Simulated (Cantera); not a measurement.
A closed system holds: 1 mol C2F6, a varied amount of H2, equilibrated at 823.15 K and 40000 Pa.

Method: chemical equilibrium by Gibbs-energy minimisation in Cantera with the NASA 1993 tables (ideal gas, pure condensed phases). Candidate condensed phases: C, C6H6, C7H8, C8H18; 95 gas species. The feed counts by its element totals alone. The numbers say what is thermodynamically allowed, not how fast it happens.

**Question.** At 3.3 mol H2, list the 4 most abundant gas species with their mole fractions, and the condensed phases.

**Answer.** HF 0.953, H2 0.0461, CH4 0.000790, H2F2 3.05e-5. Condensed: C(graphite).
